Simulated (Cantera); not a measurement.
Feed: 1 mol CCl4, 0.1 mol F2, 9.8 mol H2, equilibrated at 1.00 Torr.

These are equilibrium values from Cantera (NASA tables, ideal gas, pure condensed phases), not measurements of a reactor. Candidate condensed phases: C, C6H6, C7H8, C8H18; 118 gas species. Kinetics and transport are ignored.

x: gas mole fraction; n: condensed amount in mol.

```
T (K)       x H    x H2    x HCl      x Cl       x C     x HF  n C(graphite)
-----  --------  ------  -------  --------  --------  -------  -------------
900     2.57e-9   0.647    0.336   1.31e-9    <1e-12   0.0168          0.998
1100    5.70e-7   0.647    0.336   2.65e-7    <1e-12   0.0168          1.000
1300    2.44e-5   0.647    0.336   1.07e-5    <1e-12   0.0168          1.000
1500   0.000388   0.647    0.336  0.000162    <1e-12   0.0168          1.000
1700          ?   0.645    0.334         ?         ?   0.0168          0.999
1900     0.0173   0.634    0.325   0.00670   2.36e-9   0.0166          0.994
2100     0.0659   0.596    0.297    0.0241   1.78e-7   0.0160          0.978
2300      0.188   0.501    0.232    0.0624   6.27e-6   0.0147          0.939
2500      0.398   0.335    0.136     0.114  0.000125   0.0125          0.851
2700      0.615   0.156   0.0547     0.150   0.00159   0.0101          0.343
2900      0.737       ?        ?     0.161         ?        ?              0
3100      0.777  0.0178  0.00552     0.163    0.0192  0.00633              0
```

Problem. Complete the blanks.

Solution. 
- 1700, x H: 0.00324
- 1700, x Cl: 0.00131
- 1700, x C: 1.13e-11
- 2900, x H2: 0.0548
- 2900, x HCl: 0.0175
- 2900, x C: 0.00713
- 2900, x HF: 0.00833
